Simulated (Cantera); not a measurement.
A closed system holds: 1 mol CH3OH, 1.7 mol O2, 0.28 mol N2, equilibrated at 2150 °C and 4280 Torr.

These are equilibrium values from Cantera (NASA tables, ideal gas, pure condensed phases), not measurements of a reactor. Kinetics and transport are ignored.

| species | before | after |
|---|---|---|
| H2O | 0.558 | 0.370 |
| CO2 | 0.273 | 0.127 |
| CO | 0.0114 | 0.114 |
| H | 0.000463 | 0.0511 |
| O | 0.000999 | 0.0394 |
| H2 | 0.00389 | 0.0556 |
| OH | 0.0126 | 0.0643 |
| O2 | 0.0592 | 0.108 |
| N2 | 0.0779 | 0.0656 |
| HO2 | 1.65e-5 | 3.91e-6 |
| NO | 0.00334 | 0.00414 |
Gas species are given as mole fractions.

### Question
Which change was made?
A) CH3OH replaced by C2H4
B) pressure from 4280 Torr to 100 Torr
C) pressure from 4280 Torr to 5.03 Torr
D) 0.17 mol CH4 added

### Answer
C, pressure from 4280 Torr to 5.03 Torr
